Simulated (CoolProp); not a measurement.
A Linde-Hampson liquefier for carbon monoxide: isothermal reversible compression at 230 K from 1 atm to 25 MPa, throttling to 1 atm, return gas leaving the recuperator 0 K below the feed. Each further row changes one setting.

Model: reference Helmholtz-energy equation of state, Lemmon 2006, in CoolProp. It is a short technical equation, of lower accuracy than the large ones.

```
case                        liquid yield per pass  compression work (kJ/kg of gas)
--------------------------  ---------------------  -------------------------------
as stated                                       …                              363
high pressure 50 MPa                            …                              419
warm-end temperature 260 K                      …                              419
warm-end gap 5 K                                …                              363
```

What belongs in the gaps?


- as stated, liquid yield per pass: 0.196
- high pressure 50 MPa, liquid yield per pass: 0.202
- warm-end temperature 260 K, liquid yield per pass: 0.143
- warm-end gap 5 K, liquid yield per pass: 0.185
